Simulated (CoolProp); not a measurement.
Vapour-liquid equilibrium of isobutane (1) + isobutene (2) at -71.85 °C; x and y are mole fractions of (1).

Computed with CoolProp (multi-fluid Helmholtz-energy mixture model, Bücker 2006 and Lemmon 2005; pair parameters Bell 2016).

```tsv
x	bubble pressure (bar)	y at the bubble point	dew pressure at overall composition x (bar)	liquid density (mol/L)
0.05	0.03093	0.075	0.03065	12.34
0.125	0.03210	0.178	0.03150	12.25
0.2	0.03319	0.271	0.03236	12.16
0.275	0.03422	0.356	0.03325	12.08
0.35	0.03519	0.435	0.03415	11.99
0.425	0.03611	0.510	0.03506	11.90
0.5	0.03698	0.581	0.03598	11.82
0.575	0.03781	0.648	0.03691	11.74
0.65	0.03860	0.714	0.03783	11.66
0.725	0.03936	0.777	0.03874	11.58
0.8	0.04008	0.839	0.03963	11.50
0.875	0.04078	0.900	0.04050	11.42
0.95	0.04145	0.960	0.04134	11.34
```

No azeotrope shows between x = 0.05 and 0.95.

Pair parameters are fitted to limited data, so mixtures are less certain than the pure fluids.
